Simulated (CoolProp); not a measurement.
Vapour-liquid equilibrium of dimethyl ether (1) + isobutane (2) at 1.05 bar; x and y are mole fractions of (1).

Computed with CoolProp (multi-fluid Helmholtz-energy mixture model, Wu 2011 and Bücker 2006; pair parameters Bell 2016).

```json
[
 {"x": "0.05", "bubble temperature, mixture model (K)": "260.0", "bubble temperature, Raoult's law (K)": "261.4", "y, mixture model": "0.127", "y, Raoult's law": "0.082"},
 {"x": "0.125", "bubble temperature, mixture model (K)": "257.3", "bubble temperature, Raoult's law (K)": "260.2", "y, mixture model": "0.270", "y, Raoult's law": "0.196"},
 {"x": "0.2", "bubble temperature, mixture model (K)": "255.3", "bubble temperature, Raoult's law (K)": "258.9", "y, mixture model": "0.376", "y, Raoult's law": "0.299"},
 {"x": "0.275", "bubble temperature, mixture model (K)": "253.7", "bubble temperature, Raoult's law (K)": "257.8", "y, mixture model": "0.458", "y, Raoult's law": "0.393"},
 {"x": "0.35", "bubble temperature, mixture model (K)": "252.5", "bubble temperature, Raoult's law (K)": "256.7", "y, mixture model": "0.524", "y, Raoult's law": "0.480"},
 {"x": "0.425", "bubble temperature, mixture model (K)": "251.6", "bubble temperature, Raoult's law (K)": "255.7", "y, mixture model": "0.581", "y, Raoult's law": "0.559"},
 {"x": "0.5", "bubble temperature, mixture model (K)": "250.8", "bubble temperature, Raoult's law (K)": "254.7", "y, mixture model": "0.631", "y, Raoult's law": "0.631"},
 {"x": "0.575", "bubble temperature, mixture model (K)": "250.2", "bubble temperature, Raoult's law (K)": "253.8", "y, mixture model": "0.678", "y, Raoult's law": "0.699"},
 {"x": "0.65", "bubble temperature, mixture model (K)": "249.7", "bubble temperature, Raoult's law (K)": "252.9", "y, mixture model": "0.723", "y, Raoult's law": "0.761"},
 {"x": "0.725", "bubble temperature, mixture model (K)": "249.4", "bubble temperature, Raoult's law (K)": "252.0", "y, mixture model": "0.770", "y, Raoult's law": "0.819"},
 {"x": "0.8", "bubble temperature, mixture model (K)": "249.1", "bubble temperature, Raoult's law (K)": "251.2", "y, mixture model": "0.821", "y, Raoult's law": "0.873"},
 {"x": "0.875", "bubble temperature, mixture model (K)": "249.0", "bubble temperature, Raoult's law (K)": "250.4", "y, mixture model": "0.878", "y, Raoult's law": "0.923"},
 {"x": "0.95", "bubble temperature, mixture model (K)": "249.0", "bubble temperature, Raoult's law (K)": "249.7", "y, mixture model": "0.946", "y, Raoult's law": "0.970"}
]
```

The largest gap from Raoult's law is -4.2 K in bubble temperature, at x = 0.35. y crosses x between x = 0.875 and 0.95: the model has an azeotrope there.

The pair parameters rest on a limited set of measurements; away from them the model extrapolates.
